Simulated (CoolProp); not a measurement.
Oxygen at 298.15 K and 0.125 MPa is compressed adiabatically to 0.564 MPa with isentropic efficiency 0.6. Each further row changes one setting.

Model: reference Helmholtz-energy equation of state, Schmidt 1985, in CoolProp.

```tsv
case	work (kJ/kg)	final temperature (K)	final density (kg/m³)
as stated	242	552.9	3.92
efficiency 1	145	453.7	4.78
efficiency 0.65	223	534.1	4.06
```

Above 300 K oxygen's equation is extrapolated.
